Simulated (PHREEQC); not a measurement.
A solution holds 0.13 mol/kgw H2SO4, 0.0024 mol/kgw FeCl2 and 0.11 mol/kgw LiCl, at 25 °C. Closed to the air; pH follows from the charge balance.

Computed with PHREEQC (ion-association model, phreeqc.dat).

**Question.** The ionic strength comes out as 0.294 mol/kgw. What activity coefficients do FeCl+, H+, LiSO4-, Fe+2, HSO4- get?

**Answer.** FeCl+ 0.73, H+ 0.78, LiSO4- 0.71, Fe+2 0.29, HSO4- 0.73.

No solid was allowed to form. Complexes and solids missing from the database can't appear.
